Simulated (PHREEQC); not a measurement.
Model water analysis in mg/L, 10 °C, pH 6.31, pe -2:

| constituent | mg/L |
|---|---|
| Na | 21.6 |
| K | 20.9 |
| Ca | 10.8 |
| Mg | 7.89 |
| Cl | 76.9 |
| S(6) as SO4 | 12.2 |
| Alkalinity as HCO3 | 14.9 |
| F | 1.4 |
| Zn | 0.0715 |

Valence states are taken as typed.

Equilibrium calculation in PHREEQC: ion-association model, phreeqc.dat.

Question: The ionic strength comes out as 0.00339 mol/kgw. What activity coefficients do SO4-2, Ca+2, HCO3-, Na+, K+ get?

Answer: SO4-2 0.78, Ca+2 0.79, HCO3- 0.94, Na+ 0.94, K+ 0.94.

Precipitation was switched off in this run. Away from 25 °C the constants follow the database's enthalpies or fits; those with neither stay at their 25 °C values.
